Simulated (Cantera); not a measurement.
## SiCl₄ + H₂O (silicon oxide and oxynitride deposition)

Charge: 1 mol SiCl₄, 25 mol H₂O, held at 1623 K and 0.133 bar.

Method: chemical equilibrium by Gibbs-energy minimisation in Cantera with the NASA 1993 tables (ideal gas, pure condensed phases). Candidate condensed phases: H₂O, Si, SiO₂; 30 gas species. The tables hold silica as quartz up to 1696 K and as liquid above; real silica turns to tridymite and cristobalite and melts near 1996 K. Gases not in the tables: Si(OH)₄. Rates play no part.

```json
{
  "x(H₂O)": "0.850",
  "x(HCl)": "0.147",
  "x(H₂)": "0.00110",
  "x(Cl)": "0.000662",
  "x(O₂)": "0.000334",
  "x(OH)": "0.000203",
  "x(H)": "6.29e-6",
  "x(Cl₂)": "3.69e-6",
  "n(SiO₂(β-quartz))": "1.00 mol",
  "gas_amount": "27.02 mol",
  "log10 activity of Si(s) (absent)": "-15.68"
}
```
